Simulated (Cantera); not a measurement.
Input: 1 mol SiC, 0.11 mol O₂, a varied amount of H₂, held at 1125 K and 10.0 mbar.

These are equilibrium values from Cantera (NASA tables, ideal gas, pure condensed phases), not measurements of a reactor. Candidate condensed phases: C, C₆H₆, C₇H₈, C₈H₁₈, H₂O, Si, SiC, SiO₂; 123 gas species. Mutual solubility and eutectic melting of coexisting phases are not modelled. Rates play no part.

### Question
Which condensed phases are stable at each of these points (n(H₂) (mol)): 62, 77, 95, 120, 150, 180, 220, 270?

### Answer
```tsv
n(H₂) (mol)	condensed phases	Si condensed (%)
62	C(graphite) + SiC(s) + SiO₂(β-quartz)	100.0
77	C(graphite) + SiC(s) + SiO₂(β-quartz)	100.0
95	SiC(s) + SiO₂(β-quartz)	100.0
120	SiC(s) + SiO₂(β-quartz)	100.0
150	SiC(s) + SiO₂(β-quartz)	100.0
180	SiC(s) + SiO₂(β-quartz)	100.0
220	SiC(s) + SiO₂(β-quartz)	100.0
270	SiC(s) + SiO₂(β-quartz)	100.0
```

From 62 mol H₂ to 77 mol H₂ the condensed part is C(graphite) + SiC(s) + SiO₂(β-quartz). From 95 mol H₂ to 270 mol H₂ the condensed part is SiC(s) + SiO₂(β-quartz).
